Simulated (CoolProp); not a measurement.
Vapour-liquid equilibrium of R143a (1) + dimethyl ether (2) at -82.65 °C; x and y are mole fractions of (1).

The numbers come from the multi-fluid Helmholtz-energy mixture model, Lemmon and Jacobsen 2000 and Wu 2011; pair parameters Bell 2016 in CoolProp.

```
x     bubble pressure, mixture model (bar)  bubble pressure, Raoult's law (bar)  y, mixture model  y, Raoult's law
----  ------------------------------------  -----------------------------------  ----------------  ---------------
0.05                               0.03940                              0.03756             0.212            0.174
0.15                               0.05180                              0.04738        (withheld)            0.414
0.25                               0.06298                              0.05719        (withheld)            0.572
0.35                               0.07323                              0.06701        (withheld)            0.683
0.45                               0.08279                              0.07683             0.769            0.766
0.55                            (withheld)                              0.08665        (withheld)            0.830
0.65                                0.1006                              0.09647             0.871            0.882
0.75                                0.1092                               0.1063             0.912            0.923
0.85                                0.1178                               0.1161             0.949            0.958
0.95                            (withheld)                               0.1259             0.983            0.987
```

Question: Some entries are withheld; supply them.

Answer: 
- 0.15, y, mixture model: 0.460
- 0.25, y, mixture model: 0.603
- 0.35, y, mixture model: 0.698
- 0.55, bubble pressure, mixture model (bar): 0.09186
- 0.55, y, mixture model: 0.825
- 0.95, bubble pressure, mixture model (bar): 0.1264

The largest gap from Raoult's law is +10.1 % in bubble pressure, at x = 0.25. No azeotrope shows between x = 0.05 and 0.95.

The pair parameters rest on a limited set of measurements; away from them the model extrapolates.
